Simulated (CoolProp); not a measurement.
A single-stage vapour-compression cycle with R22: evaporating at 241.15 K (dew point), condensing at 293.15 K (bubble point), superheat 5 K, subcooling 5 K, compressor efficiency 0.75, no pressure losses. Each further row changes one setting.

Values from CoolProp's reference Helmholtz-energy equation of state, Kamei 1995.

```json
[
 {"case": "as stated", "cooling COP": "2.87", "pressure ratio": "6.05", "discharge temperature (K)": "349.7", "refrigerating effect (kJ/kg)": "177", "volumetric capacity (kJ/m³)": "1180"},
 {"case": "evaporating temperature 246.15 K", "cooling COP": "3.31", "pressure ratio": "4.90", "discharge temperature (K)": "343.1", "refrigerating effect (kJ/kg)": "179", "volumetric capacity (kJ/m³)": "1450"},
 {"case": "condensing temperature 288.15 K", "cooling COP": "3.26", "pressure ratio": "5.24", "discharge temperature (K)": "341.0", "refrigerating effect (kJ/kg)": "183", "volumetric capacity (kJ/m³)": "1220"},
 {"case": "subcooling 10 K", "cooling COP": "2.97", "pressure ratio": "6.05", "discharge temperature (K)": "349.7", "refrigerating effect (kJ/kg)": "183", "volumetric capacity (kJ/m³)": "1220"},
 {"case": "superheat 15 K", "cooling COP": "2.85", "pressure ratio": "6.05", "discharge temperature (K)": "361.5", "refrigerating effect (kJ/kg)": "183", "volumetric capacity (kJ/m³)": "1160"},
 {"case": "compressor efficiency 0.65", "cooling COP": "2.49", "pressure ratio": "6.05", "discharge temperature (K)": "361.9", "refrigerating effect (kJ/kg)": "177", "volumetric capacity (kJ/m³)": "1180"}
]
```
